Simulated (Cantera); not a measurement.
Feed: 1 mol Mg(OH)₂, 1.1 mol C, 0.6 mol O₂, held at 1048.15 K and 28.0 Pa.

These are equilibrium values from Cantera (NASA tables, ideal gas, pure condensed phases), not measurements of a reactor. Equilibrium is a limit: real reactors are often held back by kinetics, nucleation or transport.

```json
[
 {"species": "H₂O", "before": "0.239", "after": "0.298"},
 {"species": "CO", "before": "0.239", "after": "0.289"},
 {"species": "CO₂", "before": "0.285", "after": "0.183"},
 {"species": "H₂", "before": "0.237", "after": "0.0972"},
 {"species": "Mg", "before": "<1e-9", "after": "0.0496"},
 {"species": "OH", "before": "<1e-9", "after": "0.0174"},
 {"species": "H", "before": "2.26e-7", "after": "0.0496"},
 {"species": "O₂", "before": "<1e-9", "after": "0.00836"},
 {"species": "O", "before": "<1e-9", "after": "0.00637"},
 {"species": "MgOH", "before": "<1e-9", "after": "0.000448"},
 {"species": "MgO", "before": "<1e-9", "after": "0.000305"},
 {"species": "Mg(OH)₂", "before": "<1e-9", "after": "2.09e-5"},
 {"species": "MgO(s), mol", "before": "1.00", "after": "0.883"}
]
```
Gas species are given as mole fractions.

Problem. What was changed between the two runs?
A. temperature from 1048.15 K to 2075 K
B. temperature from 1048.15 K to 1773.15 K
C. C from 1.1 to 0.2 mol
D. temperature from 1048.15 K to 798.15 K

Solution. A, temperature from 1048.15 K to 2075 K
